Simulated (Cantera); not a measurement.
An adiabatic, constant-volume homogeneous reactor starts with CH₄ : C₂H₆ : C₃H₈ : O₂ : N₂ = 1 : 0.15 : 0.23 : 7.5 : 28.2 (molar parts), at 1200 K and 2.90 bar.

Cantera simulation using GRI-Mech 3.0 (53 species, 325 reactions); the numbers are that mechanism's predictions, not measurements. GRI-Mech 3.0 was tuned for natural gas; its chemistry of propane as a main component is partial and can be far from experiment.

Q: Predict: time of steepest temperature rise; temperature at 3.00 s; equilibrium temperature; x(H₂O) at 3.00 s; x(H₂) at 3.00 s; x(OH) at 3.00 s.

A: 
```
Item                                                                   Value
---------------------------------  -----------------------------------------
time of steepest temperature rise                                    1.64 ms
temperature at 3.00 s                                                 2431 K
equilibrium temperature                                               2431 K
x(H₂O) at 3.00 s                       0.0864 (gas-phase equilibrium 0.0864)
x(H₂) at 3.00 s                    0.000490 (gas-phase equilibrium 0.000490)
x(OH) at 3.00 s                      0.00566 (gas-phase equilibrium 0.00566)
```
